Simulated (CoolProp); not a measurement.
Model: reference Helmholtz-energy equation of state, Thol 2015, in CoolProp.

Problem. For octamethylcyclotetrasiloxane (D4), give the phase and the density (kg/m³), Joule-Thomson coefficient (K/MPa), isothermal compressibility (1/MPa), fugacity coefficient at 192.55 °C and 16.4 bar.

Solution. 
- 192.55 °C and 16.4 bar: liquid; density 750, Joule-Thomson coefficient -0.0893, isothermal compressibility 0.00778, fugacity coefficient 0.0981
